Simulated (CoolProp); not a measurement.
Computed with CoolProp (reference Helmholtz-energy equation of state, Thol 2019).

**Question.** For n-hexane, give the phase and the density (kg/m³), Prandtl number at 387.8 K and 1.05 MPa; 387.8 K and 2.81 MPa; 387.8 K and 3.51 MPa.

**Answer.** 
- 387.8 K and 1.05 MPa: liquid; density 566, Prandtl number 3.87
- 387.8 K and 2.81 MPa: liquid; density 571, Prandtl number 3.92
- 387.8 K and 3.51 MPa: liquid; density 573, Prandtl number 3.94

Viscosity comes from a separate model (Michailidou 2013). Thermal conductivity comes from a separate model (Assael 2013).
